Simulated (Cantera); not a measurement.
# Premixed flame

A freely propagating, adiabatic, planar premixed flame of CH₄ : C₂H₆ : O₂ : N₂ = 1 : 0.72 : 5.32 : 20 (molar parts), unburnt at 448 K and 1.28 atm; mixture-averaged transport, grid criteria slope 0.08 and curve 0.16, no radiation.

Cantera simulation using GRI-Mech 3.0 (53 species, 325 reactions); the numbers are that mechanism's predictions, not measurements. Burning velocities carry a grid error of a few per cent, more on coarse grids.

```json
[
 {"z (mm)": "-0.929", "T (K)": "448", "u (m/s)": "0.633", "x CH₄": "0.0370", "x C₂H₆": "0.0266", "x O₂": "0.197", "x N₂O": "<1e-8", "x CH₂": "<1e-8", "x O": "<1e-8"},
 {"z (mm)": "-0.620", "T (K)": "450", "u (m/s)": "0.636", "x CH₄": "0.0369", "x C₂H₆": "0.0266", "x O₂": "0.196", "x N₂O": "<1e-8", "x CH₂": "<1e-8", "x O": "<1e-8"},
 {"z (mm)": "-0.465", "T (K)": "457", "u (m/s)": "0.647", "x CH₄": "0.0366", "x C₂H₆": "0.0265", "x O₂": "0.196", "x N₂O": "<1e-8", "x CH₂": "<1e-8", "x O": "<1e-8"},
 {"z (mm)": "-0.310", "T (K)": "511", "u (m/s)": "0.728", "x CH₄": "0.0351", "x C₂H₆": "0.0259", "x O₂": "0.191", "x N₂O": "<1e-8", "x CH₂": "<1e-8", "x O": "<1e-8"},
 {"z (mm)": "-0.155", "T (K)": "867", "u (m/s)": "1.25", "x CH₄": "0.0265", "x C₂H₆": "0.0191", "x O₂": "0.160", "x N₂O": "1.64e-8", "x CH₂": "2.96e-8", "x O": "1.10e-6"},
 {"z (mm)": "-0.0774", "T (K)": "1262", "u (m/s)": "1.85", "x CH₄": "0.0166", "x C₂H₆": "0.00866", "x O₂": "0.122", "x N₂O": "4.49e-8", "x CH₂": "2.73e-6", "x O": "3.77e-5"},
 {"z (mm)": "0", "T (K)": "1648", "u (m/s)": "2.44", "x CH₄": "0.00487", "x C₂H₆": "0.000582", "x O₂": "0.0786", "x N₂O": "1.00e-7", "x CH₂": "3.21e-5", "x O": "0.000747"},
 {"z (mm)": "0.0774", "T (K)": "1809", "u (m/s)": "2.67", "x CH₄": "0.000388", "x C₂H₆": "1.44e-6", "x O₂": "0.0536", "x N₂O": "1.77e-7", "x CH₂": "7.97e-6", "x O": "0.00310"},
 {"z (mm)": "0.155", "T (K)": "1866", "u (m/s)": "2.74", "x CH₄": "1.52e-5", "x C₂H₆": "<1e-8", "x O₂": "0.0450", "x N₂O": "2.29e-7", "x CH₂": "3.73e-7", "x O": "0.00416"},
 {"z (mm)": "0.310", "T (K)": "1937", "u (m/s)": "2.83", "x CH₄": "2.90e-8", "x C₂H₆": "<1e-8", "x O₂": "0.0395", "x N₂O": "2.60e-7", "x CH₂": "<1e-8", "x O": "0.00394"},
 {"z (mm)": "0.620", "T (K)": "2019", "u (m/s)": "2.93", "x CH₄": "<1e-8", "x C₂H₆": "<1e-8", "x O₂": "0.0360", "x N₂O": "2.85e-7", "x CH₂": "<1e-8", "x O": "0.00289"},
 {"z (mm)": "1.24", "T (K)": "2095", "u (m/s)": "3.03", "x CH₄": "<1e-8", "x C₂H₆": "<1e-8", "x O₂": "0.0332", "x N₂O": "3.21e-7", "x CH₂": "<1e-8", "x O": "0.00174"},
 {"z (mm)": "2.48", "T (K)": "2151", "u (m/s)": "3.10", "x CH₄": "<1e-8", "x C₂H₆": "<1e-8", "x O₂": "0.0312", "x N₂O": "3.32e-7", "x CH₂": "<1e-8", "x O": "0.000942"}
]
```
x: mole fraction of selected species; z is measured from the peak of heat release.

```
Property                      Value
------------------------  ---------
laminar burning velocity  63.3 cm/s
thermal thickness          0.310 mm
peak x(CH₂)                 3.26e-5
peak x(O)                   0.00422
grid points                     140
```
